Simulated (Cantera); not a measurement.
A closed system holds: 1 mol Cu2O, 1900 mol H2, 0.38 mol H2O, at 1323.15 K and 1 atm.

Equilibrium computed with Cantera from the NASA thermochemical tables; the gas is ideal and each condensed phase is pure. Candidate condensed phases: Cu, CuO, Cu(OH)2, Cu2O, H2O; 12 gas species. Equilibrium is a limit: real reactors are often held back by kinetics, nucleation or transport.

Task: What is the equilibrium state?

Result: 
```
Property                                 Result
-------------------------------------  --------
x(H2)                                     0.999
x(H2O)                                 0.000726
x(H)                                    1.58e-6
n(Cu(s))                               2.00 mol
gas amount                             1900 mol
log10 activity of Cu(OH)2(s) (absent)    -15.19
```
